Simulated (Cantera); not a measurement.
**CaCO3 + H2O (calcination and drying)**

Input: 1 mol CaCO3, 1.1 mol H2O, at 270000 Pa.

Equilibrium computed with Cantera from the NASA thermochemical tables; the gas is ideal and each condensed phase is pure. Candidate condensed phases: C, C6H6, C7H8, C8H18, Ca, CaCO3, CaO, Ca(OH)2, H2O; 115 gas species. Mutual solubility and eutectic melting of coexisting phases are not modelled. Rates play no part.

```csv
T (K),x H2O,x CO2,x CO,x O2,n CaCO3(calcite),n CaO(s)
1123,0.810,0.190,3.28e-7,7.81e-7,0.742,0.258
1223,0.524,0.476,4.43e-6,3.77e-6,0,1.00
1323,0.524,0.476,1.85e-5,1.42e-5,0,1.00
1423,0.524,0.476,6.29e-5,4.46e-5,0,1.00
1523,0.524,0.476,0.000181,0.000121,0,1.000
1623,0.523,0.476,0.000456,0.000291,0,1.000
1723,0.523,0.475,0.00103,0.000631,0,1.000
1823,0.522,0.473,0.00211,0.00126,0,1.000
1923,0.521,0.471,0.00402,0.00233,0,1.000
2023,0.519,0.467,0.00715,0.00404,0,1.000
2123,0.515,0.460,0.0120,0.00663,0,1.000
2223,0.510,0.451,0.0190,0.0103,0,0.999
```
x: gas mole fraction; n: condensed amount in mol.

At 1123 K the condensed part is CaCO3(calcite) + CaO(s). From 1223 K to 2223 K the condensed part is CaO(s).
